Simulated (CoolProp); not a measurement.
R236EA along the isobar 21.8 bar: fugacity coefficient from the reference equation and from simpler models built on Tc = 412.4 K, pc = 34.14 bar, ω = 0.368; each cubic takes its own stable root.

Computed with CoolProp (reference Helmholtz-energy equation of state, Rui 2013).

```csv
T (K),phase,reference,van der Waals,Redlich-Kwong,Soave-Redlich-Kwong,Peng-Robinson
266.7,liquid,0.02882,0.2103,___,0.02912,0.02911
278.8,liquid,___,0.2586,0.1046,0.04844,0.04803
290.9,liquid,___,0.3121,0.1469,0.07626,0.07514
303.1,liquid,0.1124,0.3708,0.1991,0.1148,0.1125
315.2,liquid,0.1610,0.4332,0.2605,0.1650,0.1611
327.3,liquid,0.2222,0.4994,0.3312,0.2283,0.2224
339.4,liquid,0.2967,0.5686,0.4104,0.3054,0.2969
351.5,liquid,___,0.6398,0.4970,0.3960,0.3845
363.6,liquid,0.4856,0.7122,0.5893,0.4991,0.4844
375.7,liquid,0.5980,0.7604,0.6851,0.6123,0.5943
387.8,liquid,0.7191,0.7793,0.7458,0.7314,0.7104
399.9,gas,0.7593,0.7960,0.7686,0.7635,0.7452
412,gas,0.7857,0.8108,0.7884,0.7882,0.7699
```

Q: Some entries are withheld; supply them.

A: 
- 266.7, Redlich-Kwong: 0.07138
- 278.8, reference: 0.04780
- 290.9, reference: 0.07497
- 351.5, reference: 0.3847

At some of these states van der Waals, Redlich-Kwong gives the other phase, because its saturation line lies elsewhere.
